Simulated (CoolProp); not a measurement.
Vapour-liquid equilibrium of R1234yf (1) + isobutane (2) at 0.0775 MPa; x and y are mole fractions of (1).

Computed with CoolProp (multi-fluid Helmholtz-energy mixture model, Lemmon 2022 and Bücker 2006; pair parameters Bell 2016).

```tsv
x	bubble temperature, mixture model (K)	bubble temperature, Raoult's law (K)	y, mixture model	y, Raoult's law
0.05	249.1	253.5	0.246	0.099
0.15	243.1	251.2	0.464	0.269
0.25	240.4	249.1	0.558	0.411
0.35	239.0	247.1	0.610	0.531
0.45	238.1	245.4	0.648	0.633
0.55	237.6	243.8	0.683	0.721
0.65	237.1	242.3	0.721	0.798
0.75	236.9	240.9	0.770	0.865
0.85	236.9	239.6	0.836	0.924
0.95	237.3	238.3	0.933	0.976
```

The largest gap from Raoult's law is -8.7 K in bubble temperature, at x = 0.25. y crosses x between x = 0.75 and 0.85: the model has an azeotrope there.

Pair parameters are fitted to limited data, so mixtures are less certain than the pure fluids.
